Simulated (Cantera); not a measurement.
What does this Cantera script print?

```python
import numpy as np
import cantera as ct

gas = ct.Solution("gri30.yaml")
gas.TPX = 1450, 110, {'CH4': 1, 'N2': 3.3}
reactor = ct.IdealGasConstPressureReactor(gas, energy="off", clone=False)
net = ct.ReactorNet([reactor])
net.rtol, net.atol = 1e-08, 1e-18
show = ['CH4', 'CH2', 'HCN', 'C2H2', 'H']
times = np.geomspace(0.0003, 50, 9)

steps = ct.SolutionArray(gas, extra=["t"])
rows = []
print(f"{'t/s':>10s}{'T/K':>9s}{'P/Pa':>11s}" + "".join(f"{s:>11s}" for s in show))
for t in times:
    while net.time < t:
        t_next = net.step()
        steps.append(gas.state, t=t_next)
    rows.append([np.interp(t, steps.t, y) for y in (steps.T, steps.P, *steps(*show).X.T)])
    print(f"{t:10.3e}{rows[-1][0]:9.1f}{rows[-1][1]:11.4g}" + "".join(f"{x:11.3e}" for x in rows[-1][2:]))
rate = np.gradient(steps.T, steps.t)
print("integrator steps:", len(steps.t))
if steps.T.max() > steps.T[0] + 200:
    print(f"time of steepest temperature rise: {steps.t[rate.argmax()]:.4e} s")
gas.TPX = 1450, 110, {'CH4': 1, 'N2': 3.3}
gas.equilibrate("TP")
print(f"equilibrium (TP): T = {gas.T:.1f} K  " + "  ".join(f"{s} {gas[s].X[0]:.3e}" for s in show))
```

Result:

```
       t/s      T/K       P/Pa        CH4        CH2        HCN       C2H2          H
 3.000e-04   1450.0        110  2.326e-01  9.968e-17  3.528e-22  4.430e-23  7.221e-09
 1.349e-03   1450.0        110  2.326e-01  3.752e-15  9.669e-21  6.543e-20  9.931e-09
 6.062e-03   1450.0        110  2.326e-01  6.030e-14  2.221e-19  8.942e-17  9.962e-09
 2.725e-02   1450.0        110  2.326e-01  9.856e-13  4.690e-18  5.794e-14  9.970e-09
 1.225e-01   1450.0        110  2.325e-01  1.860e-11  1.127e-16  2.688e-11  1.014e-08
 5.505e-01   1450.0        110  2.325e-01  3.639e-10  3.862e-15  1.195e-08  1.356e-08
 2.475e+00   1450.0        110  2.321e-01  6.751e-09  1.834e-13  6.044e-06  9.065e-08
 1.112e+01   1450.0        110  2.138e-01  7.574e-08  2.239e-10  3.067e-03  3.983e-06
 5.000e+01   1450.0        110  1.129e-01  5.836e-08  1.608e-08  4.692e-02  2.835e-05
integrator steps: 1031
equilibrium (TP): T = 1450.0 K  CH4 5.629e-05  CH2 2.560e-10  HCN 8.285e-02  C2H2 5.288e-02  H 1.527e-04
```

Model: GRI-Mech 3.0 (53 species, 325 reactions), integrated in Cantera. GRI-Mech 3.0 stops at C3 and has no aromatics, soot or wall deposition, so with more carbon than oxygen in the feed, carbon stays in small species such as C2H2 where larger ones or solid carbon would form. Radical loss at walls, strong at low pressure, is not modelled.
